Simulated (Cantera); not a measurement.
A perfectly stirred reactor is fed with H2 : O2 : N2 : H2O = 1 : 0.357 : 1.34 : 0.13 (molar parts), at 760 Torr; it is adiabatic with a 523 K inlet, and is followed from long to short residence time, starting on the burning branch (τ in s: 0.08, 0.028, 0.0097, 0.0034, 0.0012, 0.00041, 0.00014, 5e-05, 1.7e-05).

Cantera simulation using the H2/O2 subset of GRI-Mech 3.0, which has no nitrogen chemistry; the numbers are that mechanism's predictions, not measurements.

x: mole fraction; the columns are a selection and need not sum to one.

```
τ (s)    T (K)   x H2      x O2       x O    x HO2     x OH
-------  -----  -----  --------  --------  -------  -------
0.080     2335  0.114  0.000115   7.87e-5  7.05e-8  0.00257
0.028     2320  0.114  0.000199  0.000129  1.29e-7  0.00324
0.0097    2292  0.113  0.000404  0.000260  2.81e-7  0.00448
0.0034    2242  0.113         ?         ?        ?        ?
0.0012    2162  0.112   0.00181   0.00122  1.29e-6  0.00854
0.00041   2040  0.110   0.00362   0.00244  2.62e-6   0.0105
0.00014   1876  0.109   0.00664   0.00418  5.20e-6   0.0112
5.0e-5       ?  0.108         ?         ?        ?        ?
1.7e-5    1454  0.127    0.0247   0.00642  2.79e-5  0.00651
```

### Question
Complete the blanks.

### Answer

- 0.0034, x O2: 0.000862
- 0.0034, x O: 0.000569
- 0.0034, x HO2: 6.21e-7
- 0.0034, x OH: 0.00632
- 5.0e-5, T (K): 1686
- 5.0e-5, x O2: 0.0115
- 5.0e-5, x O: 0.00584
- 5.0e-5, x HO2: 1.04e-5
- 5.0e-5, x OH: 0.00989
